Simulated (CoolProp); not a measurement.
The fluid at 298.15 K and 0.212 MPa is throttled through a valve to 0.0599 MPa with no heat exchange. The same conditions are run with several fluids, on thermodynamics alone (safety and materials aside).

Values from CoolProp's reference Helmholtz-energy equation of state of each fluid (normal hydrogen: Leachman 2009; vinyl chloride: Thol 2022; carbon monoxide: Lemmon 2006; dry air: Lemmon 2000; chloromethane (R40): Thol 2014). Blends and air are pseudo-pure fits.

Q: Rank normal hydrogen, vinyl chloride, carbon monoxide, dry air, chloromethane (R40) by temperature change (K), highest first.

A: normal hydrogen (+0.0), dry air (-0.3), carbon monoxide (-0.4), vinyl chloride (-4.2), chloromethane (R40) (-5.8)

```json
[
 {"fluid": "normal hydrogen", "final density (kg/m³)": "0.0487"},
 {"fluid": "vinyl chloride", "final density (kg/m³)": "1.55"},
 {"fluid": "carbon monoxide", "final density (kg/m³)": "0.678"},
 {"fluid": "dry air", "final density (kg/m³)": "0.701"},
 {"fluid": "chloromethane (R40)", "final density (kg/m³)": "1.26"}
]
```
